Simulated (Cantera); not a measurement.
An adiabatic, constant-volume homogeneous reactor starts with CH4 : C2H6 : O2 : N2 = 1 : 0.055 : 1.22 : 4.58 (molar parts), at 1100 K and 9.87 atm. Integrator tolerance rtol = 1e-08.

Computed with Cantera and GRI-Mech 3.0 (53 species, 325 reactions).

Q: What does this change do: initial temperature 1100 to 1650 K?

A: 
```csv
quantity,before,after
time of steepest temperature rise,4.99 ms,26.4 µs
temperature at 0.200 s,2669 K,3055 K
equilibrium temperature,2669 K,3055 K
x(CH4) at 0.200 s,2.15e-9 (gas-phase equilibrium 2.40e-9),3.68e-10 (gas-phase equilibrium 4.15e-10)
x(C2H6) at 0.200 s,<1e-12 (gas-phase equilibrium <1e-12),<1e-12 (gas-phase equilibrium <1e-12)
x(O2) at 0.200 s,8.05e-6 (gas-phase equilibrium 8.05e-6),0.000183 (gas-phase equilibrium 0.000183)
x(H) at 0.200 s,0.00341 (gas-phase equilibrium 0.00341),0.0141 (gas-phase equilibrium 0.0141)
x(NO) at 0.200 s,0.000162 (gas-phase equilibrium 0.000162),0.00129 (gas-phase equilibrium 0.00129)
```
Above 3000 K some thermodynamic fits are extrapolated.

Q: What does this change do: C2H6 0.055 to 0.14 parts?

A: 
| quantity | before | after |
|---|---|---|
| time of steepest temperature rise | 4.99 ms | 2.74 ms |
| temperature at 0.200 s | 2669 K | 2517 K |
| equilibrium temperature | 2669 K | 2517 K |
| x(CH4) at 0.200 s | 2.15e-9 (gas-phase equilibrium 2.40e-9) | 1.18e-8 (gas-phase equilibrium 1.32e-8) |
| x(C2H6) at 0.200 s | <1e-12 (gas-phase equilibrium <1e-12) | <1e-12 (gas-phase equilibrium <1e-12) |
| x(O2) at 0.200 s | 8.05e-6 (gas-phase equilibrium 8.05e-6) | 8.36e-7 (gas-phase equilibrium 8.36e-7) |
| x(H) at 0.200 s | 0.00341 (gas-phase equilibrium 0.00341) | 0.00213 (gas-phase equilibrium 0.00213) |
| x(NO) at 0.200 s | 0.000162 (gas-phase equilibrium 0.000162) | 3.97e-5 (gas-phase equilibrium 3.97e-5) |
